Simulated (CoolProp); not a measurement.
The numbers come from the reference Helmholtz-energy equation of state, Lemmon 2006 in CoolProp. It is a short technical equation, of lower accuracy than the large ones.

### Question
For R141b, give the phase and the isothermal compressibility (1/MPa), expansivity (1/kK), fugacity coefficient at 26.85 °C and 27.4 bar.

### Answer
- 26.85 °C and 27.4 bar: liquid; isothermal compressibility 0.00167, expansivity 1.54, fugacity coefficient 0.0328
